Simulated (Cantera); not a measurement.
Charge: 1 mol Al, 8.6 mol N2O, 1.1 mol H2, equilibrated at 1325 °C and 10.0 mbar.

Method: chemical equilibrium by Gibbs-energy minimisation in Cantera with the NASA 1993 tables (ideal gas, pure condensed phases). Candidate condensed phases: Al, AlN, Al2O3, H2O; 35 gas species. Kinetics and transport are ignored.

What is the equilibrium state?


```
Item                                 Result
--------------------------------  ---------
x(N2)                                 0.676
x(O2)                                 0.235
x(H2O)                               0.0863
x(NO)                               0.00188
x(OH)                              0.000527
x(O)                                6.88e-5
x(H2)                               1.16e-5
x(H)                                1.81e-6
n(Al2O3(s))                       0.500 mol
gas amount                        12.70 mol
log10 activity of Al(l) (absent)     -17.05
```
